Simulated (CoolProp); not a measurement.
Vapour-liquid equilibrium of ethylene (1) + n-butane (2) at 0.13 MPa; x and y are mole fractions of (1).

Computed with CoolProp (multi-fluid Helmholtz-energy mixture model, Smukala 2000 and Bücker 2006; pair parameters Bell 2016).

Task: Give the bubble temperature and the first vapour's composition at x = 0.15, 0.35, 0.65. Is there an azeotrope?

Result: x = 0.15: 213.4 K, y = 0.963; x = 0.35: 196.6 K, y = 0.991; x = 0.65: 183.4 K, y = 0.998. No azeotrope shows between x = 0.05 and 0.95.

Pair parameters are fitted to limited data, so mixtures are less certain than the pure fluids. The gap from Raoult's law changes sign with composition, which may be real or a fault of the pair parameters; it wasn't checked against measurements.
